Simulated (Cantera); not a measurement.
A Cantera script and what it prints.

```python
import numpy as np
import cantera as ct

gas_names = """
    H H2 N NH NH2 NH3 N2 N2H2 N2H4 Si SiH SiH2 SiH3 SiH4 SiN Si2 Si2N Si3
""".split()
cond_names = """
    Si(cr) Si(L) Si3N4(a)
""".split()


def load(file, names, dense=False):
    # The tables refer to 1 bar. Condensed volumes are neglected.
    table = {s.name: s for s in ct.Species.list_from_file(file)}
    out = []
    for n in names:
        d = dict(table[n].input_data)
        d["thermo"] = dict(d["thermo"], **{"reference-pressure": 1e5})
        if dense:
            d["equation-of-state"] = {"model": "constant-volume", "density": "1e6 g/cm^3"}
        out.append(ct.Species.from_dict(d))
    return out


gas = ct.Solution(thermo="ideal-gas", species=load("nasa_gas.yaml", gas_names))
cond = {s.name: ct.Solution(thermo="fixed-stoichiometry", species=[s], name=s.name)
        for s in load("nasa_condensed.yaml", cond_names, dense=True)}
atoms = {
    'Si3N4': {'Si': 3, 'N': 4},
    'Si': {'Si': 1},
    'H2': {'H': 2},
}
top_T = {'Si3N4(a)': 2400}  # K; cautious upper limits of use, not melting points


def equilibrate(T, P, feed):
    n = {}
    for name, mol in feed.items():
        for a, k in atoms[name].items():
            n[a] = n.get(a, 0.0) + k * mol
    gas.TPX = T, P, n
    mass = sum(n.values()) * gas.mean_molecular_weight
    gas.equilibrate("TP")
    valid = [c for c in cond.values() if c.min_temp <= T <= top_T.get(c.name, c.max_temp)]
    mix = ct.Mixture([(gas, mass / gas.mean_molecular_weight)] + [(c, 0.0) for c in valid])
    mix.T, mix.P = T, P
    mix.equilibrate("TP", solver="vcs", rtol=1e-11, max_steps=5000)
    return mix


results = []
feed = {'Si3N4': 1, 'Si': 0.032, 'H2': 1.4}  # mol
P = 1333.22  # Pa
for T in [2250, 2275, 2300, 2325, 2350, 2375, 2400, 2425, 2450]:
    mix = equilibrate(T, P, feed)
    results.append((T, P, feed, dict(zip(mix.species_names, mix.species_moles))))
    x = sorted(zip(gas.X, gas.species_names), reverse=True)
    print(f"T = {T:g} K  P = {P:g} Pa  gas = {mix.phase_moles(0):.4g} mol")
    print("   x: " + "  ".join(f"{s} {v:.3e}" for v, s in x if v > 1e-06))
    print("   condensed (mol): " + ("  ".join(f"{mix.phase(i).name} {mix.phase_moles(i):.4g}"
          for i in range(1, mix.n_phases) if mix.phase_moles(i) > 1e-12) or "none"))
```

Result:

```
T = 2250 K  P = 1333.22 Pa  gas = 3.64 mol
   x: N2 5.488e-01  H2 3.644e-01  Si 4.442e-02  H 3.883e-02  SiH 1.246e-03  Si2 7.828e-04  Si2N 6.188e-04  SiN 5.829e-04  Si3 1.496e-04  SiH2 1.366e-04
   condensed (mol): Si(L) 2.851
T = 2275 K  P = 1333.22 Pa  gas = 3.698 mol
   x: N2 5.402e-01  H2 3.558e-01  Si 5.586e-02  H 4.386e-02  SiH 1.478e-03  Si2 1.031e-03  Si2N 7.229e-04  SiN 6.942e-04  Si3 1.949e-04  SiH2 1.490e-04
   condensed (mol): Si(L) 2.802
T = 2300 K  P = 1333.22 Pa  gas = 3.769 mol
   x: N2 5.299e-01  H2 3.458e-01  Si 6.988e-02  H 4.929e-02  SiH 1.743e-03  Si2 1.349e-03  Si2N 8.399e-04  SiN 8.220e-04  Si3 2.524e-04  SiH2 1.613e-04
   condensed (mol): Si(L) 2.739
T = 2325 K  P = 1333.22 Pa  gas = 3.858 mol
   x: N2 5.175e-01  H2 3.342e-01  Si 8.700e-02  H 5.508e-02  SiH 2.041e-03  Si2 1.755e-03  Si2N 9.703e-04  SiN 9.675e-04  Si3 3.249e-04  SiH2 1.733e-04
   condensed (mol): Si(L) 2.659
T = 2350 K  P = 1333.22 Pa  gas = 3.969 mol
   x: N2 5.028e-01  H2 3.208e-01  Si 1.078e-01  H 6.118e-02  SiH 2.373e-03  Si2 2.269e-03  SiN 1.131e-03  Si2N 1.114e-03  Si3 4.159e-04  SiH2 1.844e-04
   condensed (mol): Si(L) 2.558
T = 2375 K  P = 1333.22 Pa  gas = 4.11 mol
   x: N2 4.853e-01  H2 3.053e-01  Si 1.330e-01  H 6.749e-02  Si2 2.919e-03  SiH 2.737e-03  SiN 1.314e-03  Si2N 1.271e-03  Si3 5.296e-04  SiH2 1.942e-04
   condensed (mol): Si(L) 2.427
T = 2400 K  P = 1333.22 Pa  gas = 4.291 mol
   x: N2 4.646e-01  H2 2.876e-01  Si 1.633e-01  H 7.387e-02  Si2 3.734e-03  SiH 3.129e-03  SiN 1.515e-03  Si2N 1.439e-03  Si3 6.707e-04  SiH2 2.020e-04
   condensed (mol): Si(L) 2.258
T = 2425 K  P = 1333.22 Pa  gas = 4.526 mol
   x: N2 4.402e-01  H2 2.673e-01  Si 1.996e-01  H 8.014e-02  Si2 4.752e-03  SiH 3.541e-03  SiN 1.731e-03  Si2N 1.616e-03  Si3 8.452e-04  SiH2 2.069e-04
   condensed (mol): Si(L) 2.035
T = 2450 K  P = 1333.22 Pa  gas = 4.836 mol
   x: N2 4.116e-01  H2 2.443e-01  Si 2.431e-01  H 8.600e-02  Si2 6.017e-03  SiH 3.961e-03  SiN 1.959e-03  Si2N 1.797e-03  Si3 1.060e-03  SiH2 2.079e-04  N 1.013e-06
   condensed (mol): Si(L) 1.736
```

Equilibrium computed with Cantera from the NASA thermochemical tables; the gas is ideal and each condensed phase is pure. The tables' values for SiN are old estimates; treat these amounts as uncertain. Gases not in the tables: Si2H6 and higher silanes.
